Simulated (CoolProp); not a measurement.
Properties of nitrogen at several states.

Computed with CoolProp (reference Helmholtz-energy equation of state, Span 2000).

| T (°C) | p (bar) | phase | density (kg/m³) | cp (kJ/(kg K)) | conductivity (mW/(m K)) |
|---|---|---|---|---|---|
| 373.35 | 4.6 | gas | 2.393 | 1.086 | 47.5 |
| 154.35 | 24.6 | gas | 19.22 | 1.064 | 35.2 |
| 657.45 | 1.79 | gas | 0.6476 | 1.153 | 62.0 |
| 13.05 | 194 | supercritical | 219.2 | 1.331 | 36.9 |

Thermal conductivity comes from a separate model (Lemmon 2004).
